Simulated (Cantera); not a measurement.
A freely propagating, adiabatic, planar premixed flame of CH4 : O2 : N2 = 1 : 1.43 : 3.71 (molar parts), equivalence ratio 1.4, unburnt at 673 K and 1000000 Pa; mixture-averaged transport, grid criteria slope 0.08 and curve 0.16, no radiation.

Detailed kinetics in Cantera: GRI-Mech 3.0 (53 species, 325 reactions). Burning velocities carry a grid error of a few per cent, more on coarse grids.

### Question
How do the results move with these cheaper or finer settings: unity-Lewis-number transport; multicomponent transport; multicomponent+Soret transport; grid criteria slope 0.5, curve 1; grid criteria slope 0.25, curve 0.5; grid criteria slope 0.03, curve 0.06?

### Answer
| setting | laminar burning velocity | thermal thickness | peak x(CH2) | peak x(C2H2) | grid points |
|---|---|---|---|---|---|
| as above | 92.1 cm/s | 0.0487 mm | 0.000134 | 0.00289 | 139 |
| unity-Lewis-number transport | 64.9 cm/s | 0.0601 mm | 0.000117 | 0.00227 | 133 |
| multicomponent transport | 92.1 cm/s | 0.0498 mm | 0.000133 | 0.00294 | 139 |
| multicomponent+Soret transport | 92.1 cm/s | 0.0489 mm | 0.000135 | 0.00277 | 139 |
| grid criteria slope 0.5, curve 1 | 104 cm/s | 0.0531 mm | 0.000138 | 0.00285 | 36 |
| grid criteria slope 0.25, curve 0.5 | 97.0 cm/s | 0.0504 mm | 0.000136 | 0.00288 | 58 |
| grid criteria slope 0.03, curve 0.06 | 90.4 cm/s | 0.0483 mm | 0.000133 | 0.00289 | 332 |
The base run took around 6 core-seconds (rough).
Unity Lewis numbers drop preferential diffusion, which matters most where H2 and H carry the flame; Soret adds thermal diffusion.
